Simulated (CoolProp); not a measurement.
A single-stage vapour-compression cycle with the fluid: evaporating at 234.15 K (dew point), condensing at 259.15 K (bubble point), superheat 0 K, subcooling 5 K, compressor efficiency 0.6, no pressure losses. The same conditions are run with several fluids, on thermodynamics alone (safety and materials aside).

Values from CoolProp's reference Helmholtz-energy equation of state of each fluid (propane: Lemmon 2009; R124: de Vries 1995; R22: Kamei 1995; ammonia: Gao 2020; R410A: Lemmon 2003; R236FA: Pan 2012). Blends and air are pseudo-pure fits.

| fluid | cooling COP | pressure ratio | discharge temperature (K) | refrigerating effect (kJ/kg) | volumetric capacity (kJ/m³) |
|---|---|---|---|---|---|
| propane | 5.29 | 2.60 | 284.4 | 376 | 1030 |
| R124 | 5.32 | 3.33 | 279.9 | 157 | 313 |
| R22 | 5.26 | 2.79 | 301.6 | 210 | 1070 |
| ammonia | 5.11 | 3.26 | 354.0 | 1300 | 877 |
| R410A | 5.19 | 2.73 | 295.5 | 234 | 1700 |
| R236FA | 5.29 | 3.75 | 274.2 | 154 | 189 |
